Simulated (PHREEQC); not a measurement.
Make-up at 20 °C: 95 mmol/kgw H2SeO4 and 0.64 mmol/kgw NaOH. Closed to the air; pH follows from the charge balance.

The numbers come from PHREEQC with the ion-association model, wateq4f.dat.

Q: The ionic strength comes out as 0.163 mol/kgw. What activity coefficients do Na+, HSeO4-, H+, SeO4-2 get?

A: Na+ 0.76, HSeO4- 0.76, H+ 0.81, SeO4-2 0.33.

No solid was allowed to form.
